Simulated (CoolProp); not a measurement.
Vapour-liquid equilibrium of R22 (1) + R152A (2) at 273.2 K; x and y are mole fractions of (1).

Values from CoolProp's multi-fluid Helmholtz-energy mixture model, Kamei 1995 and Outcalt 1996; pair parameters Bell 2016.

Problem. Give the bubble pressure and the first vapour's composition at x = 0.25, 0.85, 0.95. Is there an azeotrope?

Solution. x = 0.25: 3.100 bar, y = 0.354; x = 0.85: 4.552 bar, y = 0.917; x = 0.95: 4.841 bar, y = 0.975. No azeotrope shows between x = 0.05 and 0.95.

Pair parameters are fitted to limited data, so mixtures are less certain than the pure fluids.
